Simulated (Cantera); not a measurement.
Cantera run, input and output.

```python
import numpy as np
import cantera as ct

surf = ct.Interface("diamond.yaml", "diamond_100")
gas, bulk = surf.adjacent["gas"], surf.adjacent["diamond"]
k = surf.kinetics_species_index(bulk.species_names[0])
cover = ["c6HH", "c6H*", "c6*H", "c6**", "c6HM", "c6B"]

rows, drift = [], 0.0
print(f"{'xCH3':>10s}{'um/h':>11s}" + "".join(f"{s:>11s}" for s in cover))
for v in [1e-06, 2.3e-06, 5.3e-06, 1.2e-05, 2.8e-05, 6.3e-05, 0.00014, 0.00033, 0.00076]:
    T, P, xH, xCH3 = 1048, 3900, 0.00082, v
    gas.TPX = T, P, {"H": xH, "CH3": xCH3, "CH4": 0.0091, "H2": 1 - xH - xCH3 - 0.0091}
    surf.TP = bulk.TP = T, P
    surf.coverages = "c6H*:0.1, c6HH:0.9"
    surf.advance_coverages(100.0)
    before = surf.coverages
    surf.advance_coverages(100.0)
    drift = max(drift, np.max(np.abs(surf.coverages - before) / (surf.coverages + 1e-9)))
    rate = surf.net_production_rates[k] * bulk.mean_molecular_weight / bulk.density * 3.6e9
    rows.append([rate, *surf[cover].coverages])
    print(f"{v:10.4g}{rate:11.4e}" + "".join(f"{x:11.3e}" for x in rows[-1][1:]))
```

It prints:

```
      xCH3       um/h       c6HH       c6H*       c6*H       c6**       c6HM        c6B
     1e-06 1.2778e-02  5.620e-01  2.242e-02  4.034e-01  1.176e-02  2.692e-04  3.467e-11
   2.3e-06 2.9370e-02  5.617e-01  2.241e-02  4.032e-01  1.175e-02  6.188e-04  7.970e-11
   5.3e-06 6.7579e-02  5.611e-01  2.238e-02  4.027e-01  1.173e-02  1.424e-03  1.834e-10
   1.2e-05 1.5250e-01  5.597e-01  2.232e-02  4.016e-01  1.167e-02  3.213e-03  4.138e-10
   2.8e-05 3.5306e-01  5.564e-01  2.218e-02  3.991e-01  1.155e-02  7.440e-03  9.580e-10
   6.3e-05 7.8103e-01  5.492e-01  2.188e-02  3.937e-01  1.129e-02  1.647e-02  2.119e-09
   0.00014 1.6739e+00  5.343e-01  2.125e-02  3.824e-01  1.075e-02  3.531e-02  4.542e-09
   0.00033 3.6294e+00  5.017e-01  1.988e-02  3.576e-01  9.585e-03  7.670e-02  9.849e-09
   0.00076 7.0900e+00  4.436e-01  1.743e-02  3.136e-01  7.603e-03  1.504e-01  1.924e-08
```

Computed with Cantera and the Harris–Goodwin 1993 mechanism for the reconstructed diamond (100) surface.
